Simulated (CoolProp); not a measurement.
Saturation properties of hydrogen chloride (Tc = 51.5 °C, pc = 8.314 MPa, ω = 0.130).

Model: reference Helmholtz-energy equation of state, Thol 2018, in CoolProp.

| T (°C) | p (MPa) | liquid density (kg/m³) | vapour density (kg/m³) | liquid cp (kJ/(kg K)) |
|---|---|---|---|---|
| -18.25 | 1.557 | 995.0 | 32.68 | 1.855 |
| -13.95 | 1.766 | 980.1 | 37.17 | 1.888 |
| -9.55 | 2.001 | 964.3 | 42.31 | 1.926 |
| -5.15 | 2.258 | 947.9 | 48.07 | 1.970 |
| -0.75 | 2.539 | 930.8 | 54.53 | 2.023 |
| 3.55 | 2.838 | 913.3 | 61.64 | 2.083 |
| 7.95 | 3.169 | 894.5 | 69.84 | 2.158 |
| 12.35 | 3.529 | 874.6 | 79.15 | 2.250 |

It boils at -85.0 °C under 1 atm.
